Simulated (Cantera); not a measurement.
A closed system holds: 1 mol SiH4, 1.2 mol CO2, 11 mol O2, held at 0.100 bar.

Cantera equilibrium calculation (NASA polynomials, part measured and part estimated; ideal gas, pure solids and liquids). Candidate condensed phases: C, C6H6, C7H8, C8H18, H2O, Si, SiC, SiO2; 123 gas species. The tables hold silica as quartz up to 1696 K and as liquid above; real silica turns to tridymite and cristobalite and melts near 1996 K. Gases not in the tables: Si(OH)4. Rates play no part.

Problem. At 1848 K, list the 7 most abundant gas species with their mole fractions, and the condensed phases.

Solution. O2 0.736, H2O 0.162, CO2 0.0981, OH 0.00284, O 0.000514, CO 0.000121, H2 4.98e-5. Condensed: SiO2(condensed).
